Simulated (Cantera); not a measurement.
Feed: 1 mol SF6, 0.78 mol SO2, held at 2675 °C and 45.0 mbar.

These are equilibrium values from Cantera (NASA tables, ideal gas, pure condensed phases), not measurements of a reactor. Candidate condensed phases: S; 25 gas species. Rates play no part.

Base state: F 0.748, SO 0.101, S 0.0774, O 0.0294, SO2 0.0282, S2 0.00574, SF 0.00495, O2 0.00438 (mole fractions); condensed: gas only.

What changes in the equilibrium state with this change: temperature from 2675 °C to 2352 °C?


```json
[
 {"species": "F", "before": "0.748", "after": "0.774"},
 {"species": "SO", "before": "0.101", "after": "0.0949"},
 {"species": "SO2", "before": "0.0282", "after": "0.0532"},
 {"species": "S", "before": "0.0774", "after": "0.0403"},
 {"species": "O", "before": "0.0294", "after": "0.00361"},
 {"species": "SF", "before": "0.00495", "after": "0.0160"},
 {"species": "S2", "before": "0.00574", "after": "0.0140"},
 {"species": "S2F2 (SSF2)", "before": "3.46e-7", "after": "2.88e-5"},
 {"species": "SOF2", "before": "4.18e-6", "after": "0.000148"}
]
```
The tables' values for SOF2, S2F2 (SSF2) are old estimates; treat these amounts as uncertain.
